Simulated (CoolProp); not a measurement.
Vapour-liquid equilibrium of isopentane (1) + toluene (2) at 327.5 K; x and y are mole fractions of (1).

Values from CoolProp's multi-fluid Helmholtz-energy mixture model, Lemmon 2006 and Lemmon 2006; pair parameters Bell 2016.

| x | bubble pressure (MPa) | y at the bubble point | dew pressure at overall composition x (MPa) | liquid density (mol/L) |
|---|---|---|---|---|
| 0.05 | 0.02926 | (withheld) | 0.01549 | 9.021 |
| 0.15 | (withheld) | (withheld) | 0.01723 | 8.943 |
| 0.25 | 0.08629 | 0.865 | 0.01941 | 8.860 |
| 0.35 | 0.1114 | 0.906 | 0.02222 | 8.771 |
| 0.45 | 0.1335 | 0.931 | 0.02597 | (withheld) |
| 0.55 | 0.1528 | 0.947 | 0.03124 | (withheld) |
| 0.65 | 0.1702 | 0.959 | 0.03920 | 8.477 |
| 0.75 | 0.1868 | 0.970 | 0.05257 | 8.370 |
| 0.85 | 0.2038 | 0.981 | 0.07964 | 8.260 |
| 0.95 | 0.2226 | 0.993 | 0.1569 | 8.148 |

**Question.** Complete the blanks.

**Answer.** 
- 0.05, y at the bubble point: 0.517
- 0.15, bubble pressure (MPa): 0.05849
- 0.15, y at the bubble point: 0.780
- 0.45, liquid density (mol/L): 8.678
- 0.55, liquid density (mol/L): 8.580

No azeotrope shows between x = 0.05 and 0.95.

Pair parameters are fitted to limited data, so mixtures are less certain than the pure fluids.
